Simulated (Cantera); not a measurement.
A perfectly stirred reactor is fed with 8.77 % CH4, 12.5 % O2, 77.7 % N2, 0.965 % H2, equivalence ratio 1.4, at 1.00 bar; it is adiabatic with a 625 K inlet, and is followed from long to short residence time, starting on the burning branch (τ in s: 0.048, 0.023, 0.011, 0.0052, 0.0025, 0.0012, 0.00057, 0.00027, 0.00013, 6.1e-05, 2.9e-05, 1.4e-05, 6.6e-06).

Detailed kinetics in Cantera: GRI-Mech 3.0 (53 species, 325 reactions).

**Question.** Predict: blow-out, bracketed by the residence times tried; x(CH4) at τ = 48.0 ms; x(O2) at τ = 48.0 ms; x(NO) at τ = 48.0 ms; x(HCN) at τ = 48.0 ms; x(CH4) at τ = 0.570 ms; x(O2) at τ = 0.570 ms.

**Answer.** 
```
Quantity                                                                       Value
------------------------------------------------  ----------------------------------
blow-out, bracketed by the residence times tried  burning at 2.50 ms, out at 1.20 ms
x(CH4) at τ = 48.0 ms                                                        0.00249
x(O2) at τ = 48.0 ms                                                        0.000942
x(NO) at τ = 48.0 ms                                                         1.58e-5
x(HCN) at τ = 48.0 ms                                                        4.54e-5
x(CH4) at τ = 0.570 ms                                                        0.0877
x(O2) at τ = 0.570 ms                                                          0.125
```
